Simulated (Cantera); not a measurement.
A closed system holds: 1 mol CH4, 0.18 mol H2O, 0.91 mol N2, held at 802 °C.

Equilibrium computed with Cantera from the NASA thermochemical tables; the gas is ideal and each condensed phase is pure. Candidate condensed phases: C, C6H6, C7H8, C8H18, H2O; 136 gas species. The ideal-gas law is rough above about 30 bar. The numbers say what is thermodynamically allowed, not how fast it happens.

x: gas mole fraction; n: condensed amount in mol.

| P (Pa) | x H2 | x N2 | x CH4 | x CO | x H2O | x CO2 | x NH3 | n C(graphite) |
|---|---|---|---|---|---|---|---|---|
| 10 | 0.667 | 0.278 | 2.00e-6 | 0.0550 | 4.64e-7 | 4.12e-8 | 1.05e-8 | 0.820 |
| 56 | 0.667 | 0.278 | (withheld) | 0.0550 | (withheld) | (withheld) | (withheld) | 0.820 |
| 320 | 0.667 | 0.278 | 6.41e-5 | 0.0550 | 1.48e-5 | 1.32e-6 | 3.36e-7 | 0.820 |
| 1800 | 0.666 | 0.278 | (withheld) | 0.0550 | (withheld) | (withheld) | (withheld) | 0.819 |
| 10000 | 0.664 | 0.279 | 0.00199 | 0.0546 | 0.000458 | 4.06e-5 | 1.05e-5 | 0.815 |
| 56000 | 0.652 | 0.282 | 0.0107 | 0.0529 | 0.00244 | 0.000213 | 5.72e-5 | 0.794 |
| 320000 | 0.595 | 0.296 | 0.0511 | 0.0457 | 0.0110 | 0.000909 | 0.000292 | 0.699 |
| 1800000 | 0.444 | 0.332 | 0.160 | 0.0305 | 0.0307 | 0.00227 | 0.00112 | 0.472 |
| 10000000 | 0.256 | 0.375 | 0.295 | 0.0160 | 0.0516 | 0.00346 | 0.00290 | 0.240 |

**Question.** Fill in the missing entries.

**Answer.** 
- 1800, x CH4: 0.000360
- 1800, x H2O: 8.33e-5
- 1800, x CO2: 7.39e-6
- 1800, x NH3: 1.89e-6
- 56, x CH4: 1.12e-5
- 56, x H2O: 2.60e-6
- 56, x CO2: 2.31e-7
- 56, x NH3: 5.88e-8
